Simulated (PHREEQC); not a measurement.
Dissolve 0.11 mol/kgw CaCl2, 6e-05 mol/kgw NaF and 0.00097 mol/kgw MgSO4 at 25 °C. Closed to the air; pH follows from the charge balance.

Equilibrium calculation in PHREEQC: ion-association model, phreeqc.dat.

Each row changes one thing in this solution. This is a speciation only: nothing precipitates in the calculation.

```csv
case,pH,ionic strength (mol/kgw),HF (mol/kgw)
as made,6.88,0.332,7.17e-9
CaCl2 replaced by ZnCl2 at the same molality,4.99,0.300,4.32e-7
CaCl2 left out,6.98,0.00351,8.48e-9
MgSO4 left out,6.89,0.330,7.14e-9
diluted 2-fold with water,6.92,0.166,3.74e-9
NaF replaced by NH4F at the same molality,6.75,0.332,9.75e-9
```

Some of these states are supersaturated (in Fluorite, for instance).
